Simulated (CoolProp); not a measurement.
Saturation properties of o-xylene.

Model: reference Helmholtz-energy equation of state, Zhou 2012, in CoolProp.

```json
[
 {"T (K)": "407.7", "p (kPa)": "77.56", "vapour density (kg/m³)": "2.530", "enthalpy of vaporisation (kJ/kg)": "348.7", "vapour viscosity (µPa s)": "8.81", "liquid conductivity (mW/(m K))": "(withheld)"},
 {"T (K)": "417.3", "p (kPa)": "100.7", "vapour density (kg/m³)": "3.236", "enthalpy of vaporisation (kJ/kg)": "342.8", "vapour viscosity (µPa s)": "9.01", "liquid conductivity (mW/(m K))": "101"},
 {"T (K)": "426.9", "p (kPa)": "129.1", "vapour density (kg/m³)": "4.089", "enthalpy of vaporisation (kJ/kg)": "336.8", "vapour viscosity (µPa s)": "(withheld)", "liquid conductivity (mW/(m K))": "98.5"},
 {"T (K)": "436.5", "p (kPa)": "163.3", "vapour density (kg/m³)": "5.110", "enthalpy of vaporisation (kJ/kg)": "330.6", "vapour viscosity (µPa s)": "(withheld)", "liquid conductivity (mW/(m K))": "96.3"},
 {"T (K)": "446.1", "p (kPa)": "204.1", "vapour density (kg/m³)": "6.322", "enthalpy of vaporisation (kJ/kg)": "324.2", "vapour viscosity (µPa s)": "9.65", "liquid conductivity (mW/(m K))": "94.2"},
 {"T (K)": "455.7", "p (kPa)": "252.5", "vapour density (kg/m³)": "7.751", "enthalpy of vaporisation (kJ/kg)": "317.5", "vapour viscosity (µPa s)": "9.87", "liquid conductivity (mW/(m K))": "92.2"},
 {"T (K)": "465.3", "p (kPa)": "309.2", "vapour density (kg/m³)": "9.425", "enthalpy of vaporisation (kJ/kg)": "310.7", "vapour viscosity (µPa s)": "10.1", "liquid conductivity (mW/(m K))": "90.3"},
 {"T (K)": "474.9", "p (kPa)": "375.2", "vapour density (kg/m³)": "(withheld)", "enthalpy of vaporisation (kJ/kg)": "303.6", "vapour viscosity (µPa s)": "10.3", "liquid conductivity (mW/(m K))": "88.4"},
 {"T (K)": "484.5", "p (kPa)": "451.5", "vapour density (kg/m³)": "13.64", "enthalpy of vaporisation (kJ/kg)": "296.1", "vapour viscosity (µPa s)": "10.6", "liquid conductivity (mW/(m K))": "86.6"},
 {"T (K)": "494.1", "p (kPa)": "538.9", "vapour density (kg/m³)": "16.26", "enthalpy of vaporisation (kJ/kg)": "288.4", "vapour viscosity (µPa s)": "10.8", "liquid conductivity (mW/(m K))": "84.9"},
 {"T (K)": "503.8", "p (kPa)": "639.6", "vapour density (kg/m³)": "19.33", "enthalpy of vaporisation (kJ/kg)": "280.2", "vapour viscosity (µPa s)": "11.0", "liquid conductivity (mW/(m K))": "83.3"},
 {"T (K)": "513.4", "p (kPa)": "752.7", "vapour density (kg/m³)": "22.83", "enthalpy of vaporisation (kJ/kg)": "271.6", "vapour viscosity (µPa s)": "11.3", "liquid conductivity (mW/(m K))": "81.9"},
 {"T (K)": "523", "p (kPa)": "(withheld)", "vapour density (kg/m³)": "26.88", "enthalpy of vaporisation (kJ/kg)": "262.6", "vapour viscosity (µPa s)": "(withheld)", "liquid conductivity (mW/(m K))": "80.5"}
]
```

Task: Some entries are withheld; supply them.

Result: 
- 407.7, liquid conductivity (mW/(m K)): 103
- 426.9, vapour viscosity (µPa s): 9.22
- 436.5, vapour viscosity (µPa s): 9.43
- 474.9, vapour density (kg/m³): 11.38
- 523, p (kPa): 880.2
- 523, vapour viscosity (µPa s): 11.6

It boils at 417.5 K under 1 atm.

Viscosity comes from a separate model (Cao 2016). Thermal conductivity comes from a separate model (Mylona 2014).
